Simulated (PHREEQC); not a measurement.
Dissolve 0.014 mol HF, 4.3e-05 mol (CH3)4NF and 4.4e-06 mol H4SiO4 per kg of water at 60 °C. Closed to the air; pH follows from the charge balance.

Computed with PHREEQC (ion-association model, wateq4f.dat).

### Question
The ionic strength comes out as 0.00218 mol/kgw. What activity coefficients do H+, SiF6-2, HF2-, F- get?

### Answer
H+ 0.95, SiF6-2 0.80, HF2- 0.95, F- 0.95.

This is a speciation only: nothing precipitates in the calculation. (CH3)4N+ isn't in the database: it is added as a free cation with an ion size of 4 Å. Constants without temperature data keep their 25 °C values here. SiF6-2 is the database's only silicon fluoride.
